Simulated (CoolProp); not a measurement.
Saturation properties of sulfur hexafluoride (Tc = 45.6 °C, pc = 3.755 MPa, ω = 0.210).

Model: reference Helmholtz-energy equation of state, Guder 2009, in CoolProp.

```json
[
 {"T (°C)": "-33.55", "p (MPa)": "___", "vapour density (kg/m³)": "35.70", "liquid cp (kJ/(kg K))": "0.8888"},
 {"T (°C)": "-26.85", "p (MPa)": "0.5492", "vapour density (kg/m³)": "44.97", "liquid cp (kJ/(kg K))": "0.9125"},
 {"T (°C)": "-20.05", "p (MPa)": "0.6883", "vapour density (kg/m³)": "___", "liquid cp (kJ/(kg K))": "0.9386"},
 {"T (°C)": "-13.35", "p (MPa)": "0.8494", "vapour density (kg/m³)": "69.67", "liquid cp (kJ/(kg K))": "0.9672"},
 {"T (°C)": "-6.65", "p (MPa)": "1.037", "vapour density (kg/m³)": "___", "liquid cp (kJ/(kg K))": "1.000"},
 {"T (°C)": "0.15", "p (MPa)": "___", "vapour density (kg/m³)": "105.3", "liquid cp (kJ/(kg K))": "1.039"},
 {"T (°C)": "6.85", "p (MPa)": "___", "vapour density (kg/m³)": "___", "liquid cp (kJ/(kg K))": "1.087"},
 {"T (°C)": "13.65", "p (MPa)": "1.793", "vapour density (kg/m³)": "___", "liquid cp (kJ/(kg K))": "___"}
]
```

Task: What belongs in the gaps?

Result: 
- -33.55, p (MPa): 0.4337
- -20.05, vapour density (kg/m³): 56.29
- -6.65, vapour density (kg/m³): 85.70
- 0.15, p (MPa): 1.257
- 6.85, p (MPa): 1.506
- 6.85, vapour density (kg/m³): 128.7
- 13.65, vapour density (kg/m³): 157.8
- 13.65, liquid cp (kJ/(kg K)): 1.151
